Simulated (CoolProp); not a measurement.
Values from CoolProp's reference Helmholtz-energy equation of state, Zhou 2012.

Question: For m-xylene, give the phase and the density (kg/m³), cp (kJ/(kg K)), cv (kJ/(kg K)), Joule-Thomson coefficient (K/MPa) at 359.3 K and 11.7 MPa.

Answer: 
- 359.3 K and 11.7 MPa: liquid; density 818, cp 1.90, cv 1.50, Joule-Thomson coefficient -0.406
